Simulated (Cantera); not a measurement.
Feed: 1 mol C2H4, 0.44 mol NH3, 0.45 mol N2, equilibrated at 2748 K and 0.370 bar.

Cantera equilibrium calculation (NASA polynomials, part measured and part estimated; ideal gas, pure solids and liquids). Candidate condensed phases: C, C6H6, C7H8, C8H18; 92 gas species. Rates play no part.

Base state: H2 0.673, N2 0.168, H 0.0916, HCN 0.0418, C2H2 (acetylene) 0.0188, HNC 0.00634, CN 0.000451, C2H 0.000296 (mole fractions); condensed: C(graphite).

Task: What changes in the equilibrium state with this change: pressure from 0.370 bar to 0.0180 bar?

Result: 
```csv
species,before,after
H2,0.673,0.457
H,0.0916,0.342
N2,0.168,0.147
C2H2 (acetylene),0.0188,0.0128
HCN,0.0418,0.0322
CH4,1.75e-5,3.93e-7
C,9.98e-6,0.000205
C2,4.30e-6,8.83e-5
C3,4.44e-5,0.000914
CH3,4.04e-5,4.99e-6
"C(graphite), mol",1.69,1.72
```

Task: What changes in the equilibrium state with this change: pressure from 0.370 bar to 0.100 bar?

Result: 
| species | before | after |
|---|---|---|
| H2 | 0.673 | 0.608 |
| H | 0.0916 | 0.167 |
| N2 | 0.168 | 0.161 |
| C2H2 (acetylene) | 0.0188 | 0.0170 |
| HCN | 0.0418 | 0.0389 |
| CH4 | 1.75e-5 | 3.87e-6 |
| C2 | 4.30e-6 | 1.59e-5 |
| C3 | 4.44e-5 | 0.000164 |
| C(graphite), mol | 1.69 | 1.70 |
